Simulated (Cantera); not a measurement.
Cantera run:

```python
import numpy as np
import cantera as ct

gas_names = """
    CL CL2 H HCL H2 Si SiCL SiCL2 SiCL3 SiCL4 SiH SiHCL3 SiH2 SiH2CL2 SiH3 SiH3CL SiH4 Si2 Si3
""".split()
cond_names = """
    Si(cr) Si(L)
""".split()


# ... load() reads the species with a 1 bar reference pressure and builds the phases ...
atoms = {
    'SiHCl3': {'Si': 1, 'H': 1, 'CL': 3},
    'Cl2': {'CL': 2},
    'H2': {'H': 2},
}
top_T = {}  # K; cautious upper limits of use, not melting points


# ... equilibrate(T, P, feed) seeds the gas with the atoms and calls Mixture.equilibrate('TP', solver="vcs", rtol=1e-11, max_steps=5000) ...
results = []
feed = {'SiHCl3': 1, 'Cl2': 0.4, 'H2': 14}  # mol
T = 900  # K
P = 17000  # Pa
mix = equilibrate(T, P, feed)
results.append((T, P, feed, dict(zip(mix.species_names, mix.species_moles))))
x = sorted(zip(gas.X, gas.species_names), reverse=True)
print(f"T = {T:g} K  P = {P:g} Pa  gas = {mix.phase_moles(0):.4g} mol")
print("   x: " + "  ".join(f"{s} {v:.3e}" for v, s in x if v > 1e-06))
print("   condensed (mol): " + ("  ".join(f"{mix.phase(i).name} {mix.phase_moles(i):.4g}"
      for i in range(1, mix.n_phases) if mix.phase_moles(i) > 1e-12) or "none"))
```

Result:

```
T = 900 K  P = 17000 Pa  gas = 15.4 mol
   x: H2 9.284e-01  SiCL4 4.596e-02  SiHCL3 1.806e-02  HCL 6.708e-03  SiH2CL2 6.735e-04  SiCL3 1.891e-04  SiCL2 3.711e-05  SiH3CL 6.125e-06
   condensed (mol): none
```

These are equilibrium values from Cantera (NASA tables, ideal gas, pure condensed phases), not measurements of a reactor. The tables' values for SiCl3 are old estimates; treat these amounts as uncertain.
